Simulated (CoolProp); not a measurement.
A single-stage vapour-compression cycle with the fluid: evaporating at 261.15 K (dew point), condensing at 295.15 K (bubble point), superheat 2 K, subcooling 2 K, compressor efficiency 0.65, no pressure losses. The same conditions are run with several fluids, on thermodynamics alone (safety and materials aside).

The numbers come from the reference Helmholtz-energy equation of state of each fluid (R11: Jacobsen 1992; chlorine: Thol 2021; carbonyl sulfide: Lemmon 2006; ammonia: Gao 2020; R125: Lemmon 2005; ethane: Bücker 2006) in CoolProp.

```csv
fluid,cooling COP,pressure ratio,discharge temperature (K),refrigerating effect (kJ/kg),volumetric capacity (kJ/m³)
R11,4.58,(withheld),328.4,167,249
chlorine,4.39,2.93,380.5,244,2020
carbonyl sulfide,4.35,2.66,348.3,241,(withheld)
ammonia,4.36,(withheld),386.4,(withheld),2540
R125,4.00,2.83,307.3,103,2870
ethane,3.28,2.23,320.8,230,7360
```

Some entries are withheld; supply them.


- R11, pressure ratio: 4.08
- carbonyl sulfide, volumetric capacity (kJ/m³): 3210
- ammonia, pressure ratio: 3.41
- ammonia, refrigerating effect (kJ/kg): 1160
